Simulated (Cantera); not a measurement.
Mixture: C3H8 : O2 : N2 = 1 : 8.2 : 30.8 (molar parts), equivalence ratio 0.61, at 5.00 bar, adiabatic and at constant volume. Ignition delay is the time to a rise of 400 K.

Cantera simulation using GRI-Mech 3.0 (53 species, 325 reactions); the numbers are that mechanism's predictions, not measurements. GRI-Mech 3.0 was tuned for natural gas; its chemistry of propane as a main component is partial and can be far from experiment.

What does this change do: pressure from 5.00 bar to 6.10 bar?


| quantity | before | after |
|---|---|---|
| delay at 1125 K | 10.3 ms | 8.79 ms |
| delay at 1275 K | 0.604 ms | 0.541 ms |
| delay at 1425 K | 63.2 µs | 57.0 µs |
| delay at 1575 K | 13.0 µs | 11.6 µs |
| delay at 1725 K | 4.57 µs | 3.99 µs |
| apparent activation energy between 1650 and 1800 K | 140 kJ/mol | 140 kJ/mol |

What does this change do: constant pressure in place of constant volume?


```tsv
quantity	before	after
delay at 1125 K	10.3 ms	10.6 ms
delay at 1275 K	0.604 ms	0.641 ms
delay at 1425 K	63.2 µs	68.7 µs
delay at 1575 K	13.0 µs	14.5 µs
delay at 1725 K	4.57 µs	5.22 µs
apparent activation energy between 1650 and 1800 K	140 kJ/mol	140 kJ/mol
```
